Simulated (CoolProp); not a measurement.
Vapour pressure (kPa) of water: the reference equation beside estimates from Tc = 647.1 K, pc = 22060 kPa, ω = 0.344. Clausius-Clapeyron is anchored at 515.6 K with a constant enthalpy of vaporisation of 31.59 kJ/mol.

Computed with CoolProp (reference Helmholtz-energy equation of state, Wagner 2002).

```
T (K)  reference  Lee-Kesler  Clausius-Clapeyron  van der Waals
-----  ---------  ----------  ------------------  -------------
475.1       1619        1638                1864           5617
483.2       1910        1937                2131           6101
491.3       2239        2276                2427           6611
499.4       2610        2657                2751           7148
507.5       3027        3085                3106           7711
515.6       3493        3562                3493           8302
523.7       4013        4093                3915           8921
531.8       4590        4680                4373           9569
539.9       5229        5328                4867          10240
548         5933        6040                5401          10950
556.1       6707        6822                5975          11680
```

Absolute difference from the reference over all 11 rows, mean and median: Lee-Kesler 1.8 and 1.8 %, Clausius-Clapeyron 7.0 and 6.9 %, van der Waals 146.7 and 137.7 %.
